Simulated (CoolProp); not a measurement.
R1234ze(E) along the isotherm 291.2 K: Z from the reference equation and from simpler models built on Tc = 382.5 K, pc = 36.35 bar, ω = 0.313; each cubic takes its own stable root.

Model: reference Helmholtz-energy equation of state, Thol 2016, in CoolProp.

| p (bar) | phase | reference |
|---|---|---|
| 2.02 | gas | 0.9474 |
| 6.06 | liquid | 0.02406 |
| 8.08 | liquid | 0.03205 |
| 10.1 | liquid | 0.04003 |
| 12.1 | liquid | 0.04793 |
| 14.1 | liquid | 0.05580 |
| 16.2 | liquid | 0.06407 |
| 18.2 | liquid | 0.07192 |

Problem. How far does each simpler model (van der Waals, Redlich-Kwong, Soave-Redlich-Kwong, Peng-Robinson) lie from the reference over these 8 states: mean and median of the absolute difference, and the worst?

Solution. 
- van der Waals: mean 1049.1 %, median 68.9 %, worst +3624.4 % at 291.2 K and 6.06 bar
- Redlich-Kwong: mean 449.1 %, median 17.7 %, worst +3485.2 % at 291.2 K and 6.06 bar
- Soave-Redlich-Kwong: mean 10.1 %, median 11.4 %, worst +11.7 % at 291.2 K and 6.06 bar
- Peng-Robinson: mean 1.5 %, median 1.6 %, worst -1.7 % at 291.2 K and 18.2 bar

At some of these states van der Waals, Redlich-Kwong gives the other phase, because its saturation line lies elsewhere.
